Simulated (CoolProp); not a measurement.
Vapour-liquid equilibrium of acetone (1) + cyclohexane (2) at 0.973 bar; x and y are mole fractions of (1).

Values from CoolProp's multi-fluid Helmholtz-energy mixture model, Lemmon 2006 and Zhou 2014; pair parameters Bell 2016.

```tsv
x	bubble temperature, mixture model (°C)	bubble temperature, Raoult's law (°C)	y, mixture model	y, Raoult's law
0.05	68.6	77.5	…	0.103
0.2	57.0	72.5	0.575	0.354
0.35	54.2	68.2	0.638	0.543
0.5	53.2	64.5	0.670	0.689
0.65	52.6	61.2	0.708	0.805
0.8	52.5	58.3	…	0.899
0.95	…	55.7	0.920	0.977
```

Q: Complete the blanks.

A: 
- 0.05, y, mixture model: 0.310
- 0.8, y, mixture model: 0.777
- 0.95, bubble temperature, mixture model (°C): 53.8

The largest gap from Raoult's law is -15.5 K in bubble temperature, at x = 0.2. y crosses x between x = 0.65 and 0.8: the model has an azeotrope there.

The pair parameters rest on a limited set of measurements; away from them the model extrapolates.
